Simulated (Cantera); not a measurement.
Input: 1 mol Ti(OiPr)4, 0.1 mol H2O, 170 mol H2, 0.89 mol O2, held at 1925 K and 350 Pa.

These are equilibrium values from Cantera (NASA tables, ideal gas, pure condensed phases), not measurements of a reactor. Candidate condensed phases: C, C6H6, C7H8, C8H18, H2O, Ti, TiC, TiO, TiO2, Ti2O3, Ti3O5, Ti4O7; 113 gas species. The feed counts by its element totals alone. TiC: taken at fixed stoichiometry. Kinetics and transport are ignored.

Base state: H2 0.953, CO 0.0307, H 0.0158, C2H2 (acetylene) 0.000436 (mole fractions); condensed: C(graphite) + TiC(s).

Question: What changes in the equilibrium state with this change: temperature from 1925 K to 2073.15 K?

Answer: 
| species | before | after |
|---|---|---|
| H2 | 0.953 | 0.926 |
| H | 0.0158 | 0.0428 |
| CO | 0.0307 | 0.0303 |
| C2H2 (acetylene) | 0.000436 | 0.00114 |
| C(graphite), mol | 4.95 | 4.68 |
| TiC(s), mol | 1.000 | 1.000 |

Question: What changes in the equilibrium state with this change: Ti(OiPr)4 replaced by TiCl4?

Answer: 
```csv
species,before,after
H2,0.953,0.959
HCl,0,0.0228
H,0.0158,0.0158
CO,0.0307,0
TiO,<1e-9,1.62e-5
C2H2 (acetylene),0.000436,0
Cl,0,0.000283
H2O,1.64e-8,0.00220
"C(graphite), mol",4.95,0
"TiC(s), mol",1.000,0
"Ti2O3(s), mol",0,0.498
```
Further candidate phases: TiCl2, TiCl3, TiCl4.

Question: What changes in the equilibrium state with this change: temperature from 1925 K to 1400 K?

Answer: 
```
species             before    after
----------------  --------  -------
H2                   0.953    0.969
CO                  0.0307   0.0309
H                   0.0158  8.09e-5
C2H2 (acetylene)  0.000436  2.44e-6
CH4                1.66e-6  1.42e-5
C(graphite), mol      4.95     5.12
TiC(s), mol          1.000     1.00
```
